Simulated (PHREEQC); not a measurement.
Make-up at 25 °C: 0.022 mol Na2CO3 and 0.07 mol KCl per kg of water. Closed to the air; pH follows from the charge balance.

All values are PHREEQC results (ion-association model, phreeqc.dat), not measurements.

Question: The ionic strength comes out as 0.126 mol/kgw. What activity coefficients do NaCO3-, K+, CO3-2, Na+, HCO3- get?

Answer: NaCO3- 0.77, K+ 0.75, CO3-2 0.36, Na+ 0.77, HCO3- 0.77.

Precipitation was switched off in this run.
